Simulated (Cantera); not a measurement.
Feed: 1 mol SiH4, 0.98 mol CO2, equilibrated at 1500 °C and 75.0 Torr.

Cantera equilibrium calculation (NASA polynomials, part measured and part estimated; ideal gas, pure solids and liquids). Candidate condensed phases: C, C6H6, C7H8, C8H18, H2O, Si, SiC, SiO2; 123 gas species. Mutual solubility and eutectic melting of coexisting phases are not modelled. The tables hold silica as quartz up to 1696 K and as liquid above; real silica turns to tridymite and cristobalite and melts near 1996 K. Kinetics and transport are ignored.

Base state: H2 0.607, CO 0.244, SiO 0.148, H 0.000701, H2O 5.26e-5 (mole fractions); condensed: SiC(s) + SiO2(condensed).

Task: What changes in the equilibrium state with this change: CO2 from 0.98 to 4.6 mol?

Result: 
```json
[
 {"species": "CO", "before": "0.244", "after": "0.489"},
 {"species": "CO2", "before": "5.69e-6", "after": "0.208"},
 {"species": "H2O", "before": "5.26e-5", "after": "0.186"},
 {"species": "H2", "before": "0.607", "after": "0.117"},
 {"species": "SiO", "before": "0.148", "after": "8.12e-6"},
 {"species": "OH", "before": "3.77e-9", "after": "3.02e-5"},
 {"species": "H", "before": "0.000701", "after": "0.000308"},
 {"species": "SiC(s), mol", "before": "0.177", "after": "0"},
 {"species": "SiO2(condensed), mol", "before": "0.335", "after": "1.000"}
]
```
Gases not in the tables: Si(OH)4.

Task: What changes in the equilibrium state with this change: CO2 from 0.98 to 0.19 mol?

Result: 
| species | before | after |
|---|---|---|
| H2 | 0.607 | 0.840 |
| SiO | 0.148 | 0.147 |
| CO | 0.244 | 0.0129 |
| SiH2 | 3.46e-6 | 2.07e-5 |
| Si | 4.92e-6 | 2.13e-5 |
| H2O | 5.26e-5 | 1.66e-5 |
| SiC(s), mol | 0.177 | 0.159 |
| SiO2(condensed), mol | 0.335 | 0 |
| Si(l), mol | 0 | 0.491 |
Gases not in the tables: Si2H6 and higher silanes.
